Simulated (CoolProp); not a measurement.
A Linde-Hampson liquefier for oxygen: isothermal reversible compression at 300 K from 1 atm to 40 MPa, throttling to 1 atm, return gas leaving the recuperator 10 K below the feed. Each further row changes one setting.

Values from CoolProp's reference Helmholtz-energy equation of state, Schmidt 1985.

| case | liquid yield per pass | compression work (kJ/kg of gas) |
|---|---|---|
| as stated | 0.136 | 458 |
| high pressure 80 MPa | 0.136 | [?] |
| warm-end temperature 330 K | [?] | [?] |
| warm-end gap 15 K | [?] | 458 |

### Question
Some entries are withheld; supply them.

### Answer

- high pressure 80 MPa, compression work (kJ/kg of gas): 524
- warm-end temperature 330 K, liquid yield per pass: 0.101
- warm-end temperature 330 K, compression work (kJ/kg of gas): 510
- warm-end gap 15 K, liquid yield per pass: 0.126

Above 300 K oxygen's equation is extrapolated.
